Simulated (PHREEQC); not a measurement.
Dissolve 0.0065 mol/kgw KOH, 8.8e-05 mol/kgw Na2SO4 and 0.00064 mol/kgw NaCl at 25 °C. Closed to the air; pH follows from the charge balance.

All values are PHREEQC results (ion-association model, wateq4f.dat), not measurements.

| quantity | before | after |
|---|---|---|
| pH | 11.77 | 11.18 |
| KSO4- (mol/kgw) | 2.71e-6 | 3.67e-6 |
| NaSO4- (mol/kgw) | 2.43e-7 | 2.67e-7 |
| SI of Halite (NaCl) | -7.94 | -7.99 |
| SI of Mirabilite (Na2SO4:10H2O) | -9.37 | -10.25 |

Task: Which change was made?
A) 9.8e-05 mol/kgw Na2B4O7 added
B) temperature from 25 to 45 °C
C) NaCl from 0.00064 to 0.00096 mol/kgw
D) NaCl replaced by LiCl at the same molality
E) KOH replaced by KBr at the same molality

Result: B, temperature from 25 to 45 °C

This is a speciation only: nothing precipitates in the calculation. Away from 25 °C the constants follow the database's enthalpies or fits; those with neither stay at their 25 °C values.
